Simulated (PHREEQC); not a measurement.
Dissolve 0.065 mol HCl and 0.0017 mol CuSO4 per kg of water at 85 °C. Closed to the air; pH follows from the charge balance.

Computed with PHREEQC (ion-association model, phreeqc.dat).

Each row changes one thing in this solution. No solid was allowed to form.

```
case                                            pH  HSO4- (mol/kgw)  SO4-2 (mol/kgw)
--------------------------------------------  ----  ---------------  ---------------
as made                                       1.28          0.00156         0.000133
HCl from 0.065 to 0.13 mol/kgw                0.99          0.00161          8.50e-5
diluted 100-fold with water                   3.20          3.50e-6          1.34e-5
temperature from 85 to 30 °C                  1.27          0.00126         0.000416
diluted 2-fold with water                     1.57         0.000742         0.000104
CuSO4 replaced by MnSO4 at the same molality  1.28          0.00155         0.000133
```

Constants without temperature data keep their 25 °C values here.
